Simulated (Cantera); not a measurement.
What does this Cantera script print?

```python
import numpy as np
import cantera as ct

surf = ct.Interface("ptcombust.yaml", "Pt_surf")
gas = surf.adjacent["gas"]
gas.TPX = 925, 101325, {'H2': 0.0055, 'O2': 0.11, 'N2': 0.79}
surf.TP = 925, 101325
reactor = ct.FlowReactor(gas, clone=False)
reactor.area = 0.0001  # m2
reactor.surface_area_to_volume_ratio = 190  # 1/m
reactor.mass_flow_rate = 2.8 * reactor.area * gas.density  # inlet velocity 2.8 m/s
reactor.energy_enabled = False
wall = ct.ReactorSurface(surf, reactor, clone=False)
net = ct.ReactorNet([reactor])
net.rtol, net.atol = 1e-8, 1e-16
show, cover = ['H2', 'O2', 'H2O'], ['PT(S)', 'H(S)', 'O(S)', 'OH(S)', 'CO(S)', 'C(S)']

rows = []
print(f"{'z/m':>9s}{'u/(m/s)':>9s}" + "".join(f"{s:>13s}" for s in show + cover))
for z in [4.4e-05, 7.4e-05, 0.00012, 0.0002, 0.00034, 0.00057, 0.00095, 0.0016, 0.0026, 0.0044]:
    net.advance(z)
    rows.append([reactor.speed, *gas[show].X, *surf[cover].coverages])
    print(f"{z:9.4g}{rows[-1][0]:9.3g}" + "".join(f"{x:13.4e}" for x in rows[-1][1:]))
```

Result:

```
      z/m  u/(m/s)           H2           O2          H2O        PT(S)         H(S)         O(S)        OH(S)        CO(S)         C(S)
  4.4e-05      2.8   5.9700e-03   1.2143e-01   1.0435e-04   1.5771e-01   8.9131e-08   8.4108e-01   1.2118e-03   2.7502e-26   1.2319e-28
  7.4e-05      2.8   5.9004e-03   1.2140e-01   1.7414e-04   1.5711e-01   8.8806e-08   8.4167e-01   1.2167e-03  -8.3218e-26  -3.7261e-28
  0.00012      2.8   5.7957e-03   1.2136e-01   2.7909e-04   1.5622e-01   8.8317e-08   8.4256e-01   1.2239e-03  -1.1565e-27  -5.1190e-30
   0.0002      2.8   5.6195e-03   1.2128e-01   4.5589e-04   1.5472e-01   8.7489e-08   8.4404e-01   1.2357e-03   2.3152e-31  -7.3757e-34
  0.00034      2.8   5.3274e-03   1.2115e-01   7.4885e-04   1.5229e-01   8.6111e-08   8.4645e-01   1.2548e-03   3.9659e-31   1.6388e-34
  0.00057      2.8   4.8884e-03   1.2096e-01   1.1892e-03   1.4874e-01   8.4030e-08   8.4998e-01   1.2820e-03   9.3131e-31   2.8646e-33
  0.00095      2.8   4.2578e-03   1.2068e-01   1.8217e-03   1.4384e-01   8.1044e-08   8.5484e-01   1.3185e-03  -1.0080e-29  -4.5877e-32
   0.0016      2.8   3.3925e-03   1.2030e-01   2.6897e-03   1.3750e-01   7.6997e-08   8.6114e-01   1.3641e-03  -1.1165e-28  -5.0129e-31
   0.0026     2.79   2.4301e-03   1.1987e-01   3.6549e-03   1.3094e-01   7.2619e-08   8.6765e-01   1.4095e-03   5.6027e-28   2.4179e-30
   0.0044     2.79   1.3730e-03   1.1941e-01   4.7152e-03   1.2430e-01   6.8011e-08   8.7425e-01   1.4539e-03  -8.2444e-27  -3.4197e-29
```

Detailed kinetics in Cantera: Deutschmann's 1995 Pt surface mechanism with GRI-Mech 3.0 gas chemistry. Catalytic surfaces can have several steady states; this one follows from the mechanism file's or the stated starting coverage. Mass transfer to the wall is taken as infinitely fast.
